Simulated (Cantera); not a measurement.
Input: 1 mol CH3SiCl3, 0.56 mol C2H4, 420 mol H2, at 0.210 bar.

Cantera equilibrium calculation (NASA polynomials, part measured and part estimated; ideal gas, pure solids and liquids). Candidate condensed phases: C, C6H6, C7H8, C8H18, Si, SiC; 109 gas species. The feed counts by its element totals alone. Kinetics and transport are ignored.

Over these rows the condensed part is C(graphite) + SiC(s). Partial pressures as log10 of bar:

```tsv
T (K)	1000/T (1/K)	log p C2H2 (acetylene)	log p H2
1400	0.7143	-6.28	-0.68
1500	0.6667	-5.73	-0.68
1600	0.6250	-5.24	-0.68
1700	0.5882	-4.82	-0.68
1800	0.5556	?	-0.68
1900	0.5263	-4.10	-0.68
```

Fit log p(C2H2 (acetylene)) = a + b·(1000/T) to the five rows, give the apparent enthalpy, and predict the row at 1800 K.

Means: 1000/T = 0.6241, log p = -5.234. Sxy = -0.241252, Sxx = 0.0208053, so b = -11.60 and a = -5.234 − (-11.60)×0.6241 = 2.01.
Apparent enthalpy: −19.145 × (-11.60) = 222 kJ/mol. With the condensed phases at unit activity, 2 C(graphite) + H2(g) = C2H2 (acetylene)(g) links this pressure to the main gases: over the six rows their terms move log p by +0.00 in all, so the slope is close to that reaction's ΔH°. The five rows lie within 0.01 of the line.
Prediction at 1800 K: 2.01 + (-11.60)×0.5556 = -4.43. The computed value is -4.44, 0.01 from the line.
